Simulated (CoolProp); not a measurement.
Saturation properties of tetrahydrofuran.

Values from CoolProp's reference Helmholtz-energy equation of state, Fiedler 2023.

| T (K) | p (kPa) | enthalpy of vaporisation (kJ/kg) | liquid cp (kJ/(kg K)) | vapour Z |
|---|---|---|---|---|
| 368.5 | 241.0 | 393.5 | 2.012 | 0.9465 |
| 377.7 | 306.1 | 385.8 | ? | 0.9363 |
| 386.8 | 383.0 | 378.0 | 2.096 | 0.9250 |
| 395.9 | 473.7 | 369.8 | 2.140 | 0.9125 |
| 405 | 579.7 | 361.3 | 2.186 | 0.8988 |
| 414.1 | 702.6 | 352.3 | ? | 0.8836 |
| 423.3 | 845.7 | 342.8 | 2.284 | 0.8669 |
| 432.4 | 1008 | 332.9 | 2.337 | 0.8488 |
| 441.5 | 1191 | 322.3 | 2.394 | 0.8290 |
| 450.6 | 1399 | 311.1 | 2.456 | ? |
| 459.7 | 1632 | 299.1 | 2.525 | 0.7839 |
| 468.8 | 1894 | 286.1 | 2.604 | 0.7580 |
| 478 | 2189 | 271.7 | 2.699 | ? |

Task: Fill in the missing entries.

Result: 
- 377.7, liquid cp (kJ/(kg K)): 2.054
- 414.1, liquid cp (kJ/(kg K)): 2.234
- 450.6, vapour Z: 0.8075
- 478, vapour Z: 0.7292

It boils at 339.1 K under 1 atm.
